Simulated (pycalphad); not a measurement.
An equivalent pycalphad script:

```python
from pycalphad import Database, equilibrium, calculate, variables as v
import numpy as np
db = Database('COST507.tdb')
comps = ['AL', 'MG', 'SI', 'VA']
phases = ['ALMG_BETA', 'ALMG_EPS', 'ALMG_GAMMA', 'DIAMOND_A4', 'FCC_A1', 'HCP_A3', 'LIQUID', 'MG2SI']
eq = equilibrium(db, comps, phases, {v.X('MG'): 0.0256, v.X('SI'): 0.0267, v.T: np.arange(1650, 349, -40), v.P: 101325, v.N: 1}, output=['HM', 'SM'])
```

Source of the numbers: pycalphad with the COST 507 light-alloy database (1999); pressure 1 atm. No gas phase is included, though pure Mg would boil below 1377 °C. These are 1990s assessments: newer ones move some temperatures and phases. Amounts are mole fractions of atoms. Diffusion is slow at the low end, where real alloys seldom reach equilibrium.

Results at three of the temperatures:

```
T = 930.00 K, P = 101325 Pa, N = 1 mol of atoms
G = -39123 J/mol, H = 29078 J/mol, S = 73.33 J/(mol K)  (SER reference)
chemical potentials (J/mol): Al -37993, Mg -74348, Si -45451
phase             fraction      x(Al)      x(Mg)      x(Si)
LIQUID              1.0000     0.9477     0.0256     0.0267
```

```
T = 650.00 K, P = 101325 Pa, N = 1 mol of atoms
G = -23042 J/mol, H = 8610 J/mol, S = 48.70 J/(mol K)  (SER reference)
chemical potentials (J/mol): Al -22392, Mg -54852, Si -15618
phase             fraction      x(Al)      x(Mg)      x(Si)
FCC_A1              0.9506     0.9969     0.0012     0.0019
MG2SI               0.0367       none     0.6667     0.3333
DIAMOND_A4          0.0127   6.54e-09       none     1.0000
```

```
T = 570.00 K, P = 101325 Pa, N = 1 mol of atoms
G = -19298 J/mol, H = 6272 J/mol, S = 44.86 J/(mol K)  (SER reference)
chemical potentials (J/mol): Al -18619, Mg -51200, Si -12833
phase             fraction      x(Al)      x(Mg)      x(Si)
FCC_A1              0.9486     0.9991   0.000391   0.000541
MG2SI               0.0378       none     0.6667     0.3333
DIAMOND_A4          0.0136   3.46e-10       none     1.0000
```

Changes of the phase set, refined by bisection:

| T (°C) | phases above | phases below |
|---|---|---|
| 633.3 | liquid | fcc + liquid |
| 580.5 | fcc + liquid | fcc + liquid + MG2SI |
| 557.4 | fcc + liquid + MG2SI | diamond (Si) + fcc + MG2SI |

Database names, with the compositions (at.%) that they take in these runs: MG2SI: Mg 67 Si 33. FCC_A1 is fcc; DIAMOND_A4 is diamond (Si). An entry "none" or "no" means that the model of the phase leaves that element out.
